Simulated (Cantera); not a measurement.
Cantera run, input and output.

```python
import numpy as np
import cantera as ct

gas = ct.Solution("gri30.yaml")


def delay(T, t_max=10):
    gas.TPX = T, 150000, {'CH4': 1, 'CO': 0.061, 'O2': 1.35, 'N2': 5.09, 'H2O': 1}
    reactor = ct.IdealGasConstPressureReactor(gas, clone=False)
    net = ct.ReactorNet([reactor])
    net.rtol, net.atol = 1e-8, 1e-16
    while net.time < t_max:
        t_old, T_old = net.time, reactor.T
        net.step()
        if reactor.T > T + 400:  # ignition: a rise of 400 K
            return t_old + (T + 400 - T_old) / (reactor.T - T_old) * (net.time - t_old)
    return np.nan


taus = []
for T in [1175, 1250, 1325, 1400, 1475, 1550, 1625]:
    taus.append(delay(T))
    print(f"T0 = {T:6g} K   tau = {taus[-1]:.4e} s")
```

Result:

```
T0 =   1175 K   tau = 7.8354e-02 s
T0 =   1250 K   tau = 2.8602e-02 s
T0 =   1325 K   tau = 1.1026e-02 s
T0 =   1400 K   tau = 4.4322e-03 s
T0 =   1475 K   tau = 1.8574e-03 s
T0 =   1550 K   tau = 8.2013e-04 s
T0 =   1625 K   tau = 3.8701e-04 s
```

Cantera simulation using GRI-Mech 3.0 (53 species, 325 reactions); the numbers are that mechanism's predictions, not measurements.
